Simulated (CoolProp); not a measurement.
Vapour-liquid equilibrium of dimethyl ether (1) + R236EA (2) at 5.14 bar; x and y are mole fractions of (1).

Computed with CoolProp (multi-fluid Helmholtz-energy mixture model, Wu 2011 and Rui 2013; pair parameters Bell 2016).

```
x     bubble temperature, mixture model (°C)  bubble temperature, Raoult's law (°C)  y, mixture model  y, Raoult's law
----  --------------------------------------  -------------------------------------  ----------------  ---------------
0.05                                    54.0                                   51.7             0.056            0.116
0.2                                     52.8                                   44.8             0.240            0.392
0.35                                    50.0                                   38.9             0.452            0.588
0.5                                     44.9                                   33.7             0.668            0.732
0.65                                    37.6                                   29.1             0.843            0.839
0.8                                     29.3                                   25.0             0.948            0.920
0.95                                    22.1                                   21.4             0.993            0.982
```

The largest gap from Raoult's law is +11.2 K in bubble temperature, at x = 0.5. No azeotrope shows between x = 0.05 and 0.95.

The pair parameters rest on a limited set of measurements; away from them the model extrapolates.
